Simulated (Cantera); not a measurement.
Mixture: CH4 : O2 : N2 = 1 : 4.88 : 26.8 (molar parts), at 3750 Torr, adiabatic and at constant pressure. Ignition delay is the time to a rise of 400 K.

Detailed kinetics in Cantera: GRI-Mech 3.0 (53 species, 325 reactions).

Q: What does this change do: pressure from 3750 Torr to 750 Torr?

A: 
```csv
quantity,before,after
delay at 1075 K,52.9 ms,0.277 s
delay at 1125 K,25.4 ms,0.125 s
delay at 1175 K,12.8 ms,58.4 ms
delay at 1225 K,6.71 ms,28.5 ms
delay at 1275 K,3.63 ms,14.5 ms
delay at 1325 K,2.03 ms,7.68 ms
delay at 1375 K,1.17 ms,4.26 ms
apparent activation energy between 1275 and 1375 K,170 kJ/mol,180 kJ/mol
```

Q: What does this change do: pressure from 3750 Torr to 7500 Torr?

A: 
```csv
quantity,before,after
delay at 1075 K,52.9 ms,26.2 ms
delay at 1125 K,25.4 ms,12.5 ms
delay at 1175 K,12.8 ms,6.36 ms
delay at 1225 K,6.71 ms,3.40 ms
delay at 1275 K,3.63 ms,1.89 ms
delay at 1325 K,2.03 ms,1.08 ms
delay at 1375 K,1.17 ms,0.638 ms
apparent activation energy between 1275 and 1375 K,170 kJ/mol,160 kJ/mol
```
